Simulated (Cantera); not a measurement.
Standard-state values (1 bar) from the NASA 1993 polynomials, evaluated with Cantera. Values are per mole of reaction as written; species without (g) are pure solids or liquids, kept so even where they would boil at 1 bar.

Q: Between 1748 and 2448 K, where is each reaction favourable under standard conditions?
- Cr + 6 OH(g) → 3 H2O(g) + CrO3(g)

A: 
- Cr + 6 OH(g) → 3 H2O(g) + CrO3(g): ΔG° is -698 kJ at 1748 K and -458 kJ at 2448 K; it stays negative (K > 1). ΔH° is -1315 kJ and ΔS° -350 J/K at 2448 K.
